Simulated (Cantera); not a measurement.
What does this Cantera script print?

```python
import numpy as np
import cantera as ct

gas_names = """
    H HNO HNO2 HNO3 HO2 H2 H2O H2O2 N NH NH2 NH3 NH2OH NO NO2 NO3 N2 N2H2 N2H4 N2O O OH O2 O3 V VN VO
    VO2
""".split()
cond_names = """
    H2O(s) H2O(L) V(cr) V(L) VN(s) VO(s) VO(L) V2O3(s) V2O3(L) V2O4(I) V2O4(II) V2O4(L) V2O5(s) V2O5(L)
""".split()


# ... load() reads the species with a 1 bar reference pressure and builds the phases ...
atoms = {
    'V2O3': {'V': 2, 'O': 3},
    'H2': {'H': 2},
    'N2': {'N': 2},
}
top_T = {'VN(s)': 2300}  # K; cautious upper limits of use, not melting points


# ... equilibrate(T, P, feed) seeds the gas with the atoms and calls Mixture.equilibrate('TP', solver="vcs", rtol=1e-11, max_steps=5000) ...
results = []
P = 18  # Pa
for T in [1000, 1100, 1200, 1300, 1400, 1500, 1600, 1700, 1800, 1900, 2000, 2100, 2200]:
    for m in [26, 46, 79, 140, 240, 410, 710, 1200, 2100]:
        feed = {'V2O3': 1, 'H2': m, 'N2': 31}  # mol
        mix = equilibrate(T, P, feed)
        results.append((T, P, feed, dict(zip(mix.species_names, mix.species_moles))))

for T, P, feed, n in results:
    print(f"{T:7g} {feed['H2']:10.4g}  " + (" + ".join(c for c in cond_names if n.get(c, 0) > 1e-12) or "gas only"))
```

Output:

```
   1000         26  VN(s) + V2O3(s)
   1000         46  VN(s) + V2O3(s)
   1000         79  VN(s) + V2O3(s)
   1000        140  VN(s) + V2O3(s)
   1000        240  VN(s) + V2O3(s)
   1000        410  VN(s) + V2O3(s)
   1000        710  VN(s) + V2O3(s)
   1000       1200  VN(s) + V2O3(s)
   1000       2100  VN(s) + V2O3(s)
   1100         26  VN(s) + V2O3(s)
   1100         46  VN(s) + V2O3(s)
   1100         79  VN(s) + V2O3(s)
   1100        140  VN(s) + V2O3(s)
   1100        240  VN(s) + V2O3(s)
   1100        410  VN(s) + V2O3(s)
   1100        710  VO(s) + V2O3(s)
   1100       1200  VO(s) + V2O3(s)
   1100       2100  VO(s) + V2O3(s)
   1200         26  VO(s) + V2O3(s)
   1200         46  VO(s) + V2O3(s)
   1200         79  VO(s) + V2O3(s)
   1200        140  VO(s) + V2O3(s)
   1200        240  VO(s) + V2O3(s)
   1200        410  VO(s) + V2O3(s)
   1200        710  VO(s) + V2O3(s)
   1200       1200  VO(s) + V2O3(s)
   1200       2100  VO(s) + V2O3(s)
   1300         26  VO(s) + V2O3(s)
   1300         46  VO(s) + V2O3(s)
   1300         79  VO(s) + V2O3(s)
   1300        140  VO(s) + V2O3(s)
   1300        240  VO(s) + V2O3(s)
   1300        410  VO(s) + V2O3(s)
   1300        710  VO(s) + V2O3(s)
   1300       1200  VO(s)
   1300       2100  VO(s)
   1400         26  VO(s) + V2O3(s)
   1400         46  VO(s) + V2O3(s)
   1400         79  VO(s) + V2O3(s)
   1400        140  VO(s) + V2O3(s)
   1400        240  VO(s) + V2O3(s)
   1400        410  VO(s) + V2O3(s)
   1400        710  VO(s)
   1400       1200  VO(s)
   1400       2100  VO(s)
   1500         26  VO(s) + V2O3(s)
   1500         46  VO(s) + V2O3(s)
   1500         79  VO(s) + V2O3(s)
   1500        140  VO(s) + V2O3(s)
   1500        240  VO(s) + V2O3(s)
   1500        410  VO(s)
   1500        710  VO(s)
   1500       1200  VO(s)
   1500       2100  VO(s)
   1600         26  VO(s) + V2O3(s)
   1600         46  VO(s) + V2O3(s)
   1600         79  VO(s) + V2O3(s)
   1600        140  VO(s) + V2O3(s)
   1600        240  VO(s)
   1600        410  VO(s)
   1600        710  VO(s)
   1600       1200  VO(s)
   1600       2100  VO(s)
   1700         26  VO(s) + V2O3(s)
   1700         46  VO(s) + V2O3(s)
   1700         79  VO(s) + V2O3(s)
   1700        140  VO(s)
   1700        240  VO(s)
   1700        410  VO(s)
   1700        710  VO(s)
   1700       1200  VO(s)
   1700       2100  VO(s)
   1800         26  VO(s) + V2O3(s)
   1800         46  VO(s) + V2O3(s)
   1800         79  VO(s)
   1800        140  VO(s)
   1800        240  VO(s)
   1800        410  VO(s)
   1800        710  VO(s)
   1800       1200  VO(s)
   1800       2100  VO(s)
   1900         26  VO(s)
   1900         46  VO(s)
   1900         79  VO(s)
   1900        140  VO(s)
   1900        240  VO(s)
   1900        410  VO(s)
   1900        710  gas only
   1900       1200  gas only
   1900       2100  gas only
   2000         26  VO(s)
   2000         46  VO(s)
   2000         79  gas only
   2000        140  gas only
   2000        240  gas only
   2000        410  gas only
   2000        710  gas only
   2000       1200  gas only
   2000       2100  gas only
   2100         26  gas only
   2100         46  gas only
   2100         79  gas only
   2100        140  gas only
   2100        240  gas only
   2100        410  gas only
   2100        710  gas only
   2100       1200  gas only
   2100       2100  gas only
   2200         26  gas only
   2200         46  gas only
   2200         79  gas only
   2200        140  gas only
   2200        240  gas only
   2200        410  gas only
   2200        710  gas only
   2200       1200  gas only
   2200       2100  gas only
```

Equilibrium computed with Cantera from the NASA thermochemical tables; the gas is ideal and each condensed phase is pure. Mutual solubility and eutectic melting of coexisting phases are not modelled. VN, VO: taken at fixed stoichiometry. Condensed phases not in the tables: the oxides between V2O3 and V2O5 other than VO2, solid solutions among these carbides, nitrides and lower oxides, V2N.
